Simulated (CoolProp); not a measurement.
Saturation properties of 1,2-dichloroethane.

The numbers come from the reference Helmholtz-energy equation of state, Thol 2015 in CoolProp.

| T (K) | p (kPa) | liquid density (kg/m³) | liquid cp (kJ/(kg K)) | vapour Z |
|---|---|---|---|---|
| 267.2 | ___ | 1289 | 1.286 | 0.9986 |
| 278.5 | 3.805 | 1273 | 1.290 | ___ |
| 289.9 | 6.998 | 1257 | 1.297 | 0.9962 |
| 301.2 | 12.14 | 1241 | ___ | 0.9941 |
| 312.6 | 20.19 | 1224 | 1.315 | 0.9912 |
| 323.9 | 32.08 | 1208 | 1.326 | ___ |
| 335.3 | 49.33 | 1190 | 1.338 | 0.9827 |
| 346.6 | 73.14 | 1173 | 1.352 | 0.9767 |
| 358 | 105.7 | 1155 | ___ | 0.9694 |
| 369.3 | ___ | 1136 | 1.382 | 0.9607 |
| 380.6 | 203.4 | 1117 | 1.399 | 0.9505 |

Some entries are withheld; supply them.


- 267.2, p (kPa): 1.958
- 278.5, vapour Z: 0.9976
- 301.2, liquid cp (kJ/(kg K)): 1.305
- 323.9, vapour Z: 0.9875
- 358, liquid cp (kJ/(kg K)): 1.367
- 369.3, p (kPa): 148.3

It boils at 356.6 K under 1 atm.
